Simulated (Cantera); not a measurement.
Cantera run:

```python
import numpy as np
import cantera as ct

gas_names = """
    H HO2 H2 H2O H2O2 O OH O2 O3 Ti TiO TiO2
""".split()
cond_names = """
    H2O(s) H2O(L) Ti(a) Ti(b) Ti(L) TiO(a) TiO(b) TiO(L) TiO2(ru) TiO2(L) Ti2O3(a) Ti2O3(b) Ti2O3(L)
    Ti3O5(a) Ti3O5(b) Ti3O5(L) Ti4O7(s) Ti4O7(L)
""".split()


def load(file, names, dense=False):
    # The tables refer to 1 bar. Condensed volumes are neglected.
    table = {s.name: s for s in ct.Species.list_from_file(file)}
    out = []
    for n in names:
        d = dict(table[n].input_data)
        d["thermo"] = dict(d["thermo"], **{"reference-pressure": 1e5})
        if dense:
            d["equation-of-state"] = {"model": "constant-volume", "density": "1e6 g/cm^3"}
        out.append(ct.Species.from_dict(d))
    return out


gas = ct.Solution(thermo="ideal-gas", species=load("nasa_gas.yaml", gas_names))
cond = {s.name: ct.Solution(thermo="fixed-stoichiometry", species=[s], name=s.name)
        for s in load("nasa_condensed.yaml", cond_names, dense=True)}
atoms = {
    'TiO2': {'Ti': 1, 'O': 2},
    'H2': {'H': 2},
}
top_T = {}  # K; cautious upper limits of use, not melting points


def equilibrate(T, P, feed):
    n = {}
    for name, mol in feed.items():
        for a, k in atoms[name].items():
            n[a] = n.get(a, 0.0) + k * mol
    gas.TPX = T, P, n
    mass = sum(n.values()) * gas.mean_molecular_weight
    gas.equilibrate("TP")
    valid = [c for c in cond.values() if c.min_temp <= T <= top_T.get(c.name, c.max_temp)]
    mix = ct.Mixture([(gas, mass / gas.mean_molecular_weight)] + [(c, 0.0) for c in valid])
    mix.T, mix.P = T, P
    mix.equilibrate("TP", solver="vcs", rtol=1e-11, max_steps=5000)
    return mix


results = []
feed = {'TiO2': 1, 'H2': 0.54}  # mol
P = 370  # Pa
for T in [1125, 1175, 1225, 1275, 1325, 1375, 1425, 1475, 1525, 1575, 1625, 1675, 1725, 1775]:
    mix = equilibrate(T, P, feed)
    results.append((T, P, feed, dict(zip(mix.species_names, mix.species_moles))))

top = {s: max(r[3][s] / sum(r[3][g] for g in gas_names) for r in results) for s in gas_names}
cols = sorted((s for s in top if top[s] > 0.0001), key=lambda s: -top[s])[:7]
seen = [c for c in cond_names if any(r[3].get(c, 0) > 1e-12 for r in results)]
print("log10 of partial pressures in bar; condensed amounts in mol")
print(f"{'T/K':>10s}" + "".join(f"{s[:9]:>10s}" for s in cols + seen))
for T, P, feed, n in results:
    ng = sum(n[g] for g in gas_names)
    print(f"{T:10.4g}" + "".join(f"{np.log10(max(n[s] / ng * P / 1e5, 1e-99)):10.3f}" for s in cols)
          + "".join(f"{n.get(c, 0):10.4g}" for c in seen))
```

Result:

```
log10 of partial pressures in bar; condensed amounts in mol
       T/K        H2       H2O         H  TiO2(ru)  Ti4O7(s)
      1125    -2.432    -5.793    -8.568    0.9991 0.0002352
      1175    -2.432    -5.529    -8.128    0.9983 0.0004312
      1225    -2.432    -5.287    -7.723     0.997 0.0007538
      1275    -2.433    -5.063    -7.349    0.9949  0.001263
      1325    -2.433    -4.855    -7.003    0.9918  0.002038
      1375    -2.434    -4.662    -6.682    0.9873  0.003181
      1425    -2.436    -4.482    -6.384    0.9807  0.004815
      1475    -2.438    -4.314    -6.106    0.9716  0.007088
      1525    -2.440    -4.157    -5.846    0.9593   0.01017
      1575    -2.444    -4.010    -5.603    0.9429   0.01426
      1625    -2.448    -3.873    -5.376    0.9217   0.01956
      1675    -2.454    -3.745    -5.162    0.8949   0.02628
      1725    -2.462    -3.626    -4.962    0.8616   0.03461
      1775    -2.471    -3.515    -4.774    0.8211   0.04473
```

Cantera equilibrium calculation (NASA polynomials, part measured and part estimated; ideal gas, pure solids and liquids). Mutual solubility and eutectic melting of coexisting phases are not modelled. Condensed phases not in the tables: Magnéli phases beyond Ti4O7.
